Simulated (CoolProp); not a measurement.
R141b along the isotherm 132.65 °C: density (kg/m³) from the reference equation and from simpler models built on Tc = 204.4 °C, pc = 4212 kPa, ω = 0.220; each cubic takes its own stable root.

Computed with CoolProp (reference Helmholtz-energy equation of state, Lemmon 2006). It is a short technical equation, of lower accuracy than the large ones.

| p (kPa) | phase | reference | Redlich-Kwong | Peng-Robinson |
|---|---|---|---|---|
| 66.6 | gas | 2.329 | 2.328 | 2.331 |
| 126 | gas | 4.443 | 4.440 | 4.450 |
| 239 | gas | 8.564 | 8.553 | 8.590 |
| 454 | gas | 16.81 | 16.76 | (withheld) |
| 860 | gas | 34.27 | 33.93 | 34.57 |
| 1630 | liquid | 987.5 | (withheld) | 987.0 |
| 3090 | liquid | 998.7 | 854.2 | 1007 |
| 5860 | liquid | 1017 | 890.0 | 1037 |
| 11100 | liquid | 1045 | 938.8 | 1081 |
| 21100 | liquid | 1086 | (withheld) | 1140 |

What belongs in the gaps?


- 454, Peng-Robinson: 16.91
- 1630, Redlich-Kwong: 830.1
- 21100, Redlich-Kwong: 1001
